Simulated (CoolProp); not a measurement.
The fluid at 298.15 K and 0.0383 MPa flows at 5.4 m/s in a round tube of 50 mm bore and 0.25 µm roughness, fully developed (64/Re and Nu = 3.66 if laminar; Colebrook and Gnielinski if turbulent). The same conditions are run with several fluids, on thermodynamics alone (safety and materials aside).

The numbers come from the reference Helmholtz-energy equation of state of each fluid (c-C4F8 (RC318): Platzer 1990; R404A: Lemmon 2003; propane: Lemmon 2009; R124: de Vries 1995; nitrogen: Span 2000) in CoolProp. The equations of Platzer and Polt are older, rougher fits. Blends and air are pseudo-pure fits.

```csv
fluid,Reynolds number,Darcy friction factor,pressure drop (Pa/m),heat-transfer coefficient (W/(m² K)),mass flow (kg/h)
c-C4F8 (RC318),73800,0.0192,17.5,35.4,119
R404A,33600,0.0229,10.1,21.9,57.9
propane,22700,0.0251,5.02,21.3,26.2
R124,44600,0.0215,13.3,25.4,81.3
nitrogen,6570,0.0346,4.37,10.7,16.5
```

Transport values come from each fluid's own correlations; those of c-C4F8 (RC318), R124 are estimates that may be off by 10 % or more.
